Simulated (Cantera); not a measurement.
Feed: 1 mol FeS, 2.2 mol H₂S, 1.9 mol O₂, 0.96 mol SO₂, equilibrated at 650 °C and 35.0 mbar.

Equilibrium computed with Cantera from the NASA thermochemical tables; the gas is ideal and each condensed phase is pure. FeS: taken at fixed stoichiometry. Gases not in the tables: S₃ to S₇. Equilibrium is a limit: real reactors are often held back by kinetics, nucleation or transport.

```
species        before     after
------------  -------  --------
H₂O             0.442     0.512
SO₂             0.396     0.444
H₂S            0.0326    0.0270
S₂              0.124    0.0120
S₈              <1e-9   0.00402
SO            1.68e-5   5.17e-9
H₂            0.00148   1.59e-5
S₂O           0.00345  0.000816
FeS(s), mol      1.00         0
FeS₂(s), mol        0      1.00
```
Gas species are given as mole fractions.

Task: Which change was made?
A. pressure from 35.0 mbar to 0.400 bar
B. O₂ from 1.9 to 3.4 mol
C. temperature from 650 °C to 352 °C
D. pressure from 35.0 mbar to 81.0 mbar

Result: C, temperature from 650 °C to 352 °C
